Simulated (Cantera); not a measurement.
What does this Cantera script print?

```python
import numpy as np
import cantera as ct

gas = ct.Solution("gri30.yaml")
gas.TPX = 1950, 101325, {'CH4': 1, 'H2': 49}
reactor = ct.IdealGasConstPressureReactor(gas, energy="off", clone=False)
net = ct.ReactorNet([reactor])
net.rtol, net.atol = 1e-08, 1e-18
show = ['CH4', 'H2', 'CH3', 'CH2', 'C2H6', 'C2H2']
times = np.geomspace(2e-05, 1, 15)

steps = ct.SolutionArray(gas, extra=["t"])
rows = []
print(f"{'t/s':>10s}{'T/K':>9s}{'P/Pa':>11s}" + "".join(f"{s:>11s}" for s in show))
for t in times:
    while net.time < t:
        t_next = net.step()
        steps.append(gas.state, t=t_next)
    rows.append([np.interp(t, steps.t, y) for y in (steps.T, steps.P, *steps(*show).X.T)])
    print(f"{t:10.3e}{rows[-1][0]:9.1f}{rows[-1][1]:11.4g}" + "".join(f"{x:11.3e}" for x in rows[-1][2:]))
rate = np.gradient(steps.T, steps.t)
print("integrator steps:", len(steps.t))
if steps.T.max() > steps.T[0] + 200:
    print(f"time of steepest temperature rise: {steps.t[rate.argmax()]:.4e} s")
gas.TPX = 1950, 101325, {'CH4': 1, 'H2': 49}
gas.equilibrate("TP")
print(f"equilibrium (TP): T = {gas.T:.1f} K  " + "  ".join(f"{s} {gas[s].X[0]:.3e}" for s in show))
```

Output:

```
       t/s      T/K       P/Pa        CH4         H2        CH3        CH2       C2H6       C2H2
 2.000e-05   1950.0  1.013e+05  1.989e-02  9.798e-01  1.024e-04  3.151e-08  1.899e-07  1.374e-08
 4.332e-05   1950.0  1.013e+05  1.978e-02  9.795e-01  2.061e-04  1.296e-07  8.523e-07  4.477e-07
 9.382e-05   1950.0  1.013e+05  1.958e-02  9.792e-01  3.498e-04  3.733e-07  2.221e-06  1.060e-05
 2.032e-04   1950.0  1.013e+05  1.929e-02  9.791e-01  4.251e-04  5.556e-07  3.033e-06  9.574e-05
 4.401e-04   1950.0  1.013e+05  1.877e-02  9.793e-01  4.214e-04  5.613e-07  2.958e-06  3.450e-04
 9.533e-04   1950.0  1.013e+05  1.776e-02  9.798e-01  3.991e-04  5.339e-07  2.653e-06  8.510e-04
 2.065e-03   1950.0  1.013e+05  1.591e-02  9.808e-01  3.581e-04  4.827e-07  2.135e-06  1.779e-03
 4.472e-03   1950.0  1.013e+05  1.298e-02  9.823e-01  2.929e-04  3.999e-07  1.430e-06  3.246e-03
 9.686e-03   1950.0  1.013e+05  9.290e-03  9.842e-01  2.105e-04  2.922e-07  7.435e-07  5.086e-03
 2.098e-02   1950.0  1.013e+05  5.824e-03  9.860e-01  1.325e-04  1.871e-07  3.031e-07  6.813e-03
 4.544e-02   1950.0  1.013e+05  3.424e-03  9.873e-01  7.815e-05  1.119e-07  1.163e-07  8.009e-03
 9.842e-02   1950.0  1.013e+05  2.249e-03  9.879e-01  5.143e-05  7.425e-08  6.033e-08  8.593e-03
 2.132e-01   1950.0  1.013e+05  1.945e-03  9.880e-01  4.450e-05  6.443e-08  4.968e-08  8.745e-03
 4.617e-01   1950.0  1.013e+05  1.927e-03  9.881e-01  4.409e-05  6.385e-08  4.910e-08  8.754e-03
 1.000e+00   1950.0  1.013e+05  1.927e-03  9.881e-01  4.409e-05  6.385e-08  4.910e-08  8.754e-03
integrator steps: 829
equilibrium (TP): T = 1950.0 K  CH4 1.927e-03  H2 9.881e-01  CH3 4.409e-05  CH2 6.385e-08  C2H6 4.910e-08  C2H2 8.754e-03
```

Model: GRI-Mech 3.0 (53 species, 325 reactions), integrated in Cantera. GRI-Mech 3.0 stops at C3 and has no aromatics, soot or wall deposition, so with more carbon than oxygen in the feed, carbon stays in small species such as C2H2 where larger ones or solid carbon would form.
